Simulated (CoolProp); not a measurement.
Vapour-liquid equilibrium of 1-butene (1) + acetone (2) at 389.3 K; x and y are mole fractions of (1).

The numbers come from the multi-fluid Helmholtz-energy mixture model, Lemmon 2005 and Lemmon 2006; pair parameters Bell 2016 in CoolProp.

```json
[
 {"x": "0.05", "bubble pressure (kPa)": "718.4", "y at the bubble point": "0.236", "dew pressure at overall composition x (kPa)": "582.1", "liquid density (mol/L)": "11.35"},
 {"x": "0.15", "bubble pressure (kPa)": "1019", "y at the bubble point": "0.479", "dew pressure at overall composition x (kPa)": "648.8", "liquid density (mol/L)": "10.94"},
 {"x": "0.25", "bubble pressure (kPa)": "1274", "y at the bubble point": "0.601", "dew pressure at overall composition x (kPa)": "731.2", "liquid density (mol/L)": "10.53"},
 {"x": "0.35", "bubble pressure (kPa)": "1487", "y at the bubble point": "0.676", "dew pressure at overall composition x (kPa)": "835.6", "liquid density (mol/L)": "10.11"},
 {"x": "0.45", "bubble pressure (kPa)": "1665", "y at the bubble point": "0.729", "dew pressure at overall composition x (kPa)": "971.8", "liquid density (mol/L)": "9.707"},
 {"x": "0.55", "bubble pressure (kPa)": "1819", "y at the bubble point": "0.772", "dew pressure at overall composition x (kPa)": "1155", "liquid density (mol/L)": "9.306"},
 {"x": "0.65", "bubble pressure (kPa)": "1959", "y at the bubble point": "0.812", "dew pressure at overall composition x (kPa)": "1408", "liquid density (mol/L)": "8.916"},
 {"x": "0.75", "bubble pressure (kPa)": "2093", "y at the bubble point": "0.854", "dew pressure at overall composition x (kPa)": "1740", "liquid density (mol/L)": "8.545"},
 {"x": "0.85", "bubble pressure (kPa)": "2224", "y at the bubble point": "0.904", "dew pressure at overall composition x (kPa)": "2079", "liquid density (mol/L)": "8.204"},
 {"x": "0.95", "bubble pressure (kPa)": "2349", "y at the bubble point": "0.964", "dew pressure at overall composition x (kPa)": "2323", "liquid density (mol/L)": "7.908"}
]
```

No azeotrope shows between x = 0.05 and 0.95.

Pair parameters are fitted to limited data, so mixtures are less certain than the pure fluids.
